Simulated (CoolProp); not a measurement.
Values from CoolProp's reference Helmholtz-energy equation of state, Thol 2014.

Question: For chloromethane (R40), give the phase and the speed of sound (m/s), Joule-Thomson coefficient (K/MPa), expansivity (1/kK) at 500 K and 7.62 MPa.

Answer: 
- 500 K and 7.62 MPa: supercritical; speed of sound 268, Joule-Thomson coefficient 7.41, expansivity 4.78
